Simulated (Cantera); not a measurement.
A perfectly stirred reactor is fed with CH4 : O2 : N2 : CO2 = 1 : 1.54 : 5.78 : 2 (molar parts), equivalence ratio 1.3, at 19.7 atm; it is adiabatic with a 448 K inlet, and is followed from long to short residence time, starting on the burning branch (τ in s: 0.038, 0.018, 0.0087, 0.0041, 0.002, 0.00095, 0.00045, 0.00022, 0.0001, 5e-05, 2.4e-05).

Model: GRI-Mech 3.0 (53 species, 325 reactions), integrated in Cantera. The pressure lies above the range GRI-Mech 3.0 was tuned for (to about 10 atm).

**Question.** Predict: blow-out, bracketed by the residence times tried; x(CH4) at τ = 38.0 ms; x(O2) at τ = 38.0 ms; x(CO2) at τ = 38.0 ms; x(OH) at τ = 38.0 ms; x(NO) at τ = 38.0 ms; x(CH4) at τ = 0.950 ms; x(O2) at τ = 0.950 ms; x(CO2) at τ = 0.950 ms; x(OH) at τ = 0.950 ms; x(NO) at τ = 0.950 ms.

**Answer.** 
```
Property                                                                         Value
------------------------------------------------  ------------------------------------
blow-out, bracketed by the residence times tried  burning at 0.950 ms, out at 0.450 ms
x(CH4) at τ = 38.0 ms                                                          0.00318
x(O2) at τ = 38.0 ms                                                           0.00108
x(CO2) at τ = 38.0 ms                                                            0.217
x(OH) at τ = 38.0 ms                                                           8.59e-6
x(NO) at τ = 38.0 ms                                                           2.94e-7
x(CH4) at τ = 0.950 ms                                                          0.0122
x(O2) at τ = 0.950 ms                                                           0.0204
x(CO2) at τ = 0.950 ms                                                           0.216
x(OH) at τ = 0.950 ms                                                          1.13e-5
x(NO) at τ = 0.950 ms                                                          4.13e-8
```
